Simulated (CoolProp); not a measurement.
The numbers come from the reference Helmholtz-energy equation of state, Kamei 1995 in CoolProp.

**Question.** Give the vapour pressure (bar), vapour Z, surface tension (mN/m), liquid viscosity (µPa s) of saturated R22 at 285.2, 290.7, 307.3 K.

**Answer.** 
```json
[
 {"T (K)": "285.2", "p (bar)": "7.24", "vapour Z": "0.862", "surface tension (mN/m)": "9.99", "liquid viscosity (µPa s)": "148"},
 {"T (K)": "290.7", "p (bar)": "8.49", "vapour Z": "0.846", "surface tension (mN/m)": "9.19", "liquid viscosity (µPa s)": "139"},
 {"T (K)": "307.3", "p (bar)": "13.3", "vapour Z": "0.792", "surface tension (mN/m)": "6.83", "liquid viscosity (µPa s)": "114"}
]
```

Viscosity comes from a separate model (Bell 2016), an estimate that may be off by 10 % or more. Surface tension comes from a separate correlation (Mulero 2012).
